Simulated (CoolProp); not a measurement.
Computed with CoolProp (reference Helmholtz-energy equation of state, de Vries 1995).

Task: Give the vapour pressure (kPa), enthalpy of vaporisation (kJ/kg), vapour Z, liquid viscosity (µPa s) of saturated R124 at 258.1, 260.8 K.

Result: 
```json
[
 {"T (K)": "258.1", "p (kPa)": "88.9", "enthalpy of vaporisation (kJ/kg)": "167", "vapour Z": "0.961", "liquid viscosity (µPa s)": "413"},
 {"T (K)": "260.8", "p (kPa)": "99.7", "enthalpy of vaporisation (kJ/kg)": "166", "vapour Z": "0.957", "liquid viscosity (µPa s)": "398"}
]
```

Viscosity comes from a separate model (Bell 2016), an estimate that may be off by 10 % or more.
